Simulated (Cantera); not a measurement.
Feed: 1 mol Al, 12 mol HCl, 5.9 mol H2, equilibrated at 552 °C and 26.0 mbar.

These are equilibrium values from Cantera (NASA tables, ideal gas, pure condensed phases), not measurements of a reactor. Candidate condensed phases: Al, AlCl3; 12 gas species. Rates play no part.

Base state: HCl 0.517, H2 0.425, AlCl3 0.0571, Al2Cl6 0.000166 (mole fractions); condensed: gas only.

Question: What changes in the equilibrium state with this change: temperature from 552 °C to 375 °C?

Answer: 
```json
[
 {"species": "HCl", "before": "0.517", "after": "0.522"},
 {"species": "H2", "before": "0.425", "after": "0.429"},
 {"species": "AlCl3", "before": "0.0571", "after": "0.0396"},
 {"species": "Al2Cl6", "before": "0.000166", "after": "0.00922"}
]
```
